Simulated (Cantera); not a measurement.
**Premixed flame**

A freely propagating, adiabatic, planar premixed flame of 12.8 % CH₄, 18.3 % O₂, 68.8 % N₂, unburnt at 723 K and 1.50 bar; mixture-averaged transport, grid criteria slope 0.08 and curve 0.16, no radiation.

Detailed kinetics in Cantera: GRI-Mech 3.0 (53 species, 325 reactions). Burning velocities carry a grid error of a few per cent, more on coarse grids.

| z (mm) | T (K) | u (m/s) | x CH₄ | x O₂ | x C₂H₄ | x NO₂ | x H₂ | x H |
|---|---|---|---|---|---|---|---|---|
| -0.890 | 724 | 1.06 | 0.128 | 0.183 | 2.02e-7 | <1e-8 | 0.00368 | <1e-8 |
| -0.593 | 729 | 1.07 | 0.126 | 0.181 | 2.65e-6 | <1e-8 | 0.00933 | <1e-8 |
| -0.445 | 745 | 1.10 | 0.124 | 0.179 | 1.45e-5 | 3.34e-8 | 0.0156 | 2.34e-8 |
| -0.297 | 840 | 1.26 | 0.115 | 0.170 | 0.000132 | 1.64e-7 | 0.0268 | 1.54e-6 |
| -0.148 | 1248 | 1.91 | 0.0786 | 0.130 | 0.00106 | 1.91e-7 | 0.0439 | 7.57e-5 |
| -0.0741 | 1619 | 2.52 | 0.0439 | 0.0866 | 0.00193 | 7.23e-8 | 0.0529 | 0.000584 |
| 0 | 1958 | 3.08 | 0.0133 | 0.0402 | 0.00118 | 1.34e-8 | 0.0581 | 0.00265 |
| 0.0741 | 2132 | 3.37 | 0.00228 | 0.0136 | 0.000173 | <1e-8 | 0.0581 | 0.00535 |
| 0.148 | 2190 | 3.46 | 0.000350 | 0.00425 | 1.04e-5 | <1e-8 | 0.0574 | 0.00679 |
| 0.297 | 2216 | 3.49 | 1.36e-5 | 0.000686 | 3.30e-8 | <1e-8 | 0.0580 | 0.00714 |
| 0.593 | 2231 | 3.51 | 1.42e-7 | 0.000266 | <1e-8 | <1e-8 | 0.0590 | 0.00630 |
| 1.19 | 2247 | 3.53 | <1e-8 | 0.000167 | <1e-8 | <1e-8 | 0.0594 | 0.00501 |
| 2.37 | 2263 | 3.55 | <1e-8 | 8.89e-5 | <1e-8 | <1e-8 | 0.0596 | 0.00362 |
x: mole fraction of selected species; z is measured from the peak of heat release.

```json
{
  "laminar_burning_velocity": "105 cm/s",
  "thermal_thickness": "0.297 mm",
  "peak x(C₂H₄)": "0.00197",
  "peak x(H₂)": "0.0599",
  "peak x(H)": "0.00720",
  "grid_points": "141"
}
```
